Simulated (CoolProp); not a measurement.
Toluene along the isobar 789 kPa: fugacity coefficient from the reference equation and from simpler models built on Tc = 591.7 K, pc = 4126 kPa, ω = 0.266; each cubic takes its own stable root.

Computed with CoolProp (reference Helmholtz-energy equation of state, Lemmon 2006). It is a short technical equation, of lower accuracy than the large ones.

| T (K) | phase | reference | Soave-Redlich-Kwong | Peng-Robinson |
|---|---|---|---|---|
| 393.7 | liquid | 0.1650 | 0.1659 | 0.1656 |
| 416.3 | liquid | 0.2833 | 0.2872 | 0.2847 |
| 438.9 | liquid | 0.4522 | 0.4620 | 0.4554 |
| 461.6 | liquid | 0.6799 | 0.6987 | 0.6863 |
| 484.2 | gas | 0.8645 | 0.8778 | 0.8701 |
| 506.8 | gas | 0.8840 | 0.8938 | 0.8863 |
| 529.5 | gas | 0.8998 | 0.9074 | 0.9001 |
| 552.1 | gas | 0.9129 | 0.9190 | 0.9119 |
| 574.7 | gas | 0.9237 | 0.9290 | 0.9220 |
| 597.4 | gas | 0.9329 | 0.9376 | 0.9309 |
| 620 | gas | 0.9406 | 0.9451 | 0.9386 |
